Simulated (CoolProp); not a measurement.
Vapour-liquid equilibrium of propylene (1) + R115 (2) at 151 kPa; x and y are mole fractions of (1).

The numbers come from the multi-fluid Helmholtz-energy mixture model, Lemmon 2013 and Lemmon 2016; pair parameters Bell 2016 in CoolProp.

**Question.** Give the bubble temperature and the first vapour's composition at x = 0.35, 0.75, 0.85. Is there an azeotrope?

**Answer.** x = 0.35: 233.8 K, y = 0.521; x = 0.75: 231.9 K, y = 0.730; x = 0.85: 232.3 K, y = 0.798. y crosses x between x = 0.65 and 0.75: the model has an azeotrope there.

The pair parameters rest on a limited set of measurements; away from them the model extrapolates.
